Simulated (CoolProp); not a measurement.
A single-stage vapour-compression cycle with water: evaporating at 325.15 K (dew point), condensing at 350.15 K (bubble point), superheat 2 K, subcooling 8 K, compressor efficiency 0.8, no pressure losses. Each further row changes one setting.

The numbers come from the reference Helmholtz-energy equation of state, Wagner 2002 in CoolProp.

| case | cooling COP | pressure ratio | discharge temperature (K) | refrigerating effect (kJ/kg) | volumetric capacity (kJ/m³) |
|---|---|---|---|---|---|
| as stated | 9.51 | 3.08 | 454.5 | 2310 | 209 |
| evaporating temperature 330.15 K | 12.3 | 2.42 | ___ | ___ | 263 |
| condensing temperature 345.15 K | 12.1 | 2.49 | 428.2 | 2330 | 211 |
| subcooling 13 K | 9.59 | 3.08 | 454.5 | 2330 | 211 |
| superheat 12 K | ___ | 3.08 | 468.3 | 2330 | ___ |
| compressor efficiency 0.7 | ___ | 3.08 | 472.3 | 2310 | 209 |

Question: Fill in the missing entries.

Answer: 
- evaporating temperature 330.15 K, discharge temperature (K): 430.7
- evaporating temperature 330.15 K, refrigerating effect (kJ/kg): 2320
- superheat 12 K, cooling COP: 9.30
- superheat 12 K, volumetric capacity (kJ/m³): 205
- compressor efficiency 0.7, cooling COP: 8.32
